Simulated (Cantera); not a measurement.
An adiabatic, constant-pressure homogeneous reactor starts with 4.37 % CH4, 0.524 % C2H6, 20.0 % O2, 75.1 % N2, at 973 K and 6.51 atm.

Cantera simulation using GRI-Mech 3.0 (53 species, 325 reactions); the numbers are that mechanism's predictions, not measurements. Below about 1000 K GRI-Mech 3.0 lacks low-temperature oxidation paths.

Question: Predict: time of steepest temperature rise; temperature at 6.00 s; equilibrium temperature; x(O2) at 6.00 s; x(NO) at 6.00 s; x(CO) at 6.00 s.

Answer: 
| Item | Value |
|---|---|
| time of steepest temperature rise | 70.9 ms |
| temperature at 6.00 s | 2080 K |
| equilibrium temperature | 2080 K |
| x(O2) at 6.00 s | 0.0903 (gas-phase equilibrium 0.0903) |
| x(NO) at 6.00 s | 0.00606 (gas-phase equilibrium 0.00606) |
| x(CO) at 6.00 s | 0.000177 (gas-phase equilibrium 0.000177) |
